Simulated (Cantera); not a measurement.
**Carbon deposition, reforming and gasification: CH₄ + O₂ + H₂**

Input: 1 mol CH₄, 0.36 mol O₂, 0.42 mol H₂, at 10000 Pa.

These are equilibrium values from Cantera (NASA tables, ideal gas, pure condensed phases), not measurements of a reactor. Candidate condensed phases: C, C₆H₆, C₇H₈, C₈H₁₈, H₂O; 131 gas species. Ions and electrons are included (thermal ionisation). Equilibrium is a limit: real reactors are often held back by kinetics, nucleation or transport.

| T (K) | x H | x H₂ | x CO | x C | x C₂H₂ (acetylene) | x C₃ | x C₂H | n C(graphite) |
|---|---|---|---|---|---|---|---|---|
| 2500 | 0.0667 | 0.704 | 0.222 | 1.66e-6 | 0.00761 | 4.97e-6 | 5.18e-5 | 0.230 |
| 3000 | 0.332 | 0.443 | 0.190 | 0.000499 | 0.0267 | 0.00299 | 0.00345 | 0 |
| 3500 | 0.690 | 0.137 | 0.145 | 0.00916 | 0.00279 | 0.00857 | 0.00443 | 0 |
| 4000 | 0.805 | 0.0255 | 0.127 | 0.0360 | 4.59e-5 | 0.00163 | 0.000709 | 0 |
| 4500 | 0.823 | 0.00566 | 0.124 | 0.0466 | 3.11e-7 | 3.98e-5 | 3.07e-5 | 0 |
| 5000 | 0.825 | 0.00164 | 0.121 | 0.0500 | 4.24e-9 | 1.36e-6 | 1.86e-6 | 0 |
x: gas mole fraction; n: condensed amount in mol.

At 2500 K the condensed part is C(graphite). From 3000 K to 5000 K nothing is condensed. The main C-bearing gas is CO throughout.
